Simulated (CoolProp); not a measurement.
A single-stage vapour-compression cycle with C2F6 (R116): evaporating at 205.15 K (dew point), condensing at 244.15 K (bubble point), superheat 2 K, subcooling 0 K, compressor efficiency 0.7, no pressure losses. Each further row changes one setting.

Computed with CoolProp (reference Helmholtz-energy equation of state, Lemmon 2006). It is a short technical equation, of lower accuracy than the large ones.

```
case                              cooling COP  pressure ratio  discharge temperature (K)  refrigerating effect (kJ/kg)  volumetric capacity (kJ/m³)
--------------------------------  -----------  --------------  -------------------------  ----------------------------  ---------------------------
as stated                                2.77            4.66                      255.9                          73.3                         1060
evaporating temperature 210.15 K         3.37            3.69                      254.2                          75.9                         1370
condensing temperature 239.15 K          3.34            3.95                      250.3                          78.8                         1140
subcooling 5 K                           2.98            4.66                      255.9                          78.9                         1140
superheat 12 K                           2.83            4.66                      266.2                          79.9                         1090
compressor efficiency 0.6                2.37            4.66                      261.5                          73.3                         1060
```
